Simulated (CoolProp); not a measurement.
A Linde-Hampson liquefier for dry air: isothermal reversible compression at 200 K from 1 atm to 25 MPa, throttling to 1 atm, return gas leaving the recuperator 0 K below the feed. Each further row changes one setting.

Model: reference Helmholtz-energy equation of state, Lemmon 2000, in CoolProp. It is a pseudo-pure fit of the blend.

```csv
case,liquid yield per pass,compression work (kJ/kg of gas)
as stated,0.270,295
high pressure 50 MPa,0.272,340
warm-end temperature 230 K,0.192,351
warm-end gap 5 K,0.259,295
```
